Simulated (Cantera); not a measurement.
Feed: 1 mol H₂S, 0.041 mol H₂, held at 1.33 mbar.

Method: chemical equilibrium by Gibbs-energy minimisation in Cantera with the NASA 1993 tables (ideal gas, pure condensed phases). Candidate condensed phases: S; 7 gas species. Equilibrium is a limit: real reactors are often held back by kinetics, nucleation or transport.

Problem. At 1450 K, list the 5 most abundant gas species with their mole fractions, and the condensed phases.

Solution. H₂ 0.633, S₂ 0.301, H₂S 0.0592, SH 0.00576, S 0.000336. Condensed: gas only.
